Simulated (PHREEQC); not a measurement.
Solution (75 °C): 0.16 mol HF and 0.00039 mol NH4HF2 per kg of water. Closed to the air; pH follows from the charge balance.

The numbers come from PHREEQC with the ion-association model, phreeqc.dat.

Each row changes one thing in this solution. This is a speciation only: nothing precipitates in the calculation.

```csv
case,pH,ionic strength (mol/kgw),HF (mol/kgw),F- (mol/kgw),HF2- (mol/kgw)
as made,2.11,0.00887,0.148,0.00539,0.00347
HF from 0.16 to 0.144 mol/kgw,2.15,0.00823,0.134,0.00521,0.00302
0.065 mol/kgw (CH3)4NF added,2.98,0.0667,0.135,0.0421,0.0245
NH4HF2 left out,2.10,0.00864,0.148,0.00526,0.00338
HF left out,3.89,0.000521,0.000258,0.000521,5.83e-7
diluted 100-fold with water,3.29,0.000536,0.00107,0.000533,2.48e-6
HF from 0.16 to 0.8 mol/kgw,1.54,0.0336,0.742,0.00797,0.0257
diluted 5-fold with water,2.55,0.00308,0.0287,0.00273,0.000341
```

(CH3)4N+ isn't in the database: it is added as a free cation with an ion size of 4 Å. Constants without temperature data keep their 25 °C values here.
